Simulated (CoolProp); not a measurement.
Values from CoolProp's reference Helmholtz-energy equation of state, Lemmon 2006. It is a short technical equation, of lower accuracy than the large ones.

Task: For toluene, give the phase and the density (kg/m³), Joule-Thomson coefficient (K/MPa), isothermal compressibility (1/MPa), fugacity coefficient at 483.7 K and 7.41 MPa.

Result: 
- 483.7 K and 7.41 MPa: liquid; density 683, Joule-Thomson coefficient -0.0967, isothermal compressibility 0.00415, fugacity coefficient 0.128
